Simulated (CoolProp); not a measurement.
Properties of isobutene along the isotherm 221.5 K (Tc = 418.1 K, pc = 4.016 MPa, ω = 0.193).

Model: reference Helmholtz-energy equation of state, Lemmon 2005, in CoolProp. It is a short technical equation, of lower accuracy than the large ones.

| p (MPa) | phase | Z | cp (kJ/(kg K)) | expansivity (1/kK) | fugacity coefficient |
|---|---|---|---|---|---|
| 2.01 | liquid | 0.09049 | 2.061 | 1.532 | 0.006282 |
| 4.02 | liquid | 0.1805 | 2.057 | 1.508 | 0.003438 |
| 6.02 | liquid | 0.2697 | 2.053 | 1.485 | 0.002511 |
| 8.03 | liquid | 0.3589 | 2.050 | 1.464 | 0.002060 |
| 10 | liquid | 0.4460 | 2.046 | 1.443 | 0.001806 |
| 12 | liquid | 0.5341 | 2.043 | 1.424 | 0.001646 |
| 14.1 | liquid | 0.6261 | 2.040 | 1.404 | 0.001537 |
| 16.1 | liquid | 0.7134 | 2.038 | 1.386 | 0.001471 |
| 18.1 | liquid | 0.8004 | 2.035 | 1.368 | 0.001430 |
| 20.1 | liquid | 0.8871 | 2.033 | 1.352 | 0.001407 |
